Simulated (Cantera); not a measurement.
A perfectly stirred reactor is fed with 25.4 % H2, 74.6 % O2, equivalence ratio 0.17, at 2670 Pa; it is held at 1398 K, and followed from long to short residence time.

Model: the H2/O2 subset of GRI-Mech 3.0, which has no nitrogen chemistry, integrated in Cantera. Radical loss at walls, strong at low pressure, is not modelled. The temperature is held fixed by assumption; the heat of reaction is taken as removed at once.

x: mole fraction; the columns are a selection and need not sum to one.

| τ (s) | x H2 | x O2 | x H2O2 | x H | x O | x H2O |
|---|---|---|---|---|---|---|
| 0.34 | 0.000965 | 0.704 | ___ | 0.000711 | 0.00409 | 0.286 |
| 0.16 | 0.00157 | 0.701 | ___ | 0.00150 | 0.00671 | 0.283 |
| 0.077 | 0.00249 | 0.696 | ___ | 0.00306 | 0.0108 | 0.279 |
| 0.037 | 0.00390 | 0.689 | ___ | 0.00615 | 0.0171 | 0.273 |
| 0.017 | 0.00613 | 0.678 | 5.46e-7 | 0.0124 | 0.0272 | 0.263 |
| 0.0083 | 0.00893 | 0.664 | 5.84e-7 | 0.0224 | 0.0401 | 0.250 |
| 0.0040 | 0.0124 | 0.646 | 5.92e-7 | 0.0370 | 0.0556 | 0.232 |
| 0.0019 | 0.0164 | 0.628 | 5.80e-7 | 0.0534 | 0.0701 | 0.212 |
| 0.00091 | 0.0212 | 0.617 | 5.73e-7 | 0.0666 | 0.0788 | 0.195 |

Problem. Some entries are withheld; supply them.

Solution. 
- 0.34, x H2O2: 2.67e-7
- 0.16, x H2O2: 3.34e-7
- 0.077, x H2O2: 4.06e-7
- 0.037, x H2O2: 4.79e-7
